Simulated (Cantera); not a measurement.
Input: 1 mol SiC, 0.14 mol CO2, 200 mol H2, equilibrated at 1625 K and 47.0 mbar.

Cantera equilibrium calculation (NASA polynomials, part measured and part estimated; ideal gas, pure solids and liquids). Candidate condensed phases: C, C6H6, C7H8, C8H18, H2O, Si, SiC, SiO2; 123 gas species. The numbers say what is thermodynamically allowed, not how fast it happens.

Base state: H2 0.998, CO 0.00105, SiO 0.000352, H 0.000325 (mole fractions); condensed: SiC(s).

**Question.** What changes in the equilibrium state with this change: temperature from 1625 K to 1250 K?

**Answer.** 
| species | before | after |
|---|---|---|
| H2 | 0.998 | 0.999 |
| CO | 0.00105 | 0.000812 |
| CH4 | 6.68e-6 | 0.000182 |
| SiO | 0.000352 | 3.64e-6 |
| H | 0.000325 | 2.23e-6 |
| SiC(s), mol | 0.929 | 0.941 |
| SiO2(β-quartz), mol | 0 | 0.0582 |
Mutual solubility and eutectic melting of coexisting phases are not modelled. The tables hold silica as quartz up to 1696 K and as liquid above; real silica turns to tridymite and cristobalite and melts near 1996 K.

**Question.** What changes in the equilibrium state with this change: temperature from 1625 K to 2100 K?

**Answer.** 
```
species             before     after
----------------  --------  --------
H2                   0.998     0.983
H                 0.000325    0.0143
CO                 0.00105   0.00126
Si                 4.09e-7  0.000645
Si2C               1.54e-9   2.64e-5
C2H2 (acetylene)   3.34e-7  0.000167
SiH                1.76e-7   7.52e-5
SiH2               7.78e-7   4.08e-5
SiO               0.000352  0.000124
SiC(s), mol          0.929     0.809
```
Gases not in the tables: Si2H6 and higher silanes.
